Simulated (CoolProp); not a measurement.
The numbers come from the reference Helmholtz-energy equation of state, Akasaka 2022 in CoolProp.

Problem. For R1233zd(E), give the phase and the Joule-Thomson coefficient (K/MPa), fugacity coefficient at 450 K and 3.36 MPa.

Solution. 
- 450 K and 3.36 MPa: gas; Joule-Thomson coefficient 15.3, fugacity coefficient 0.708
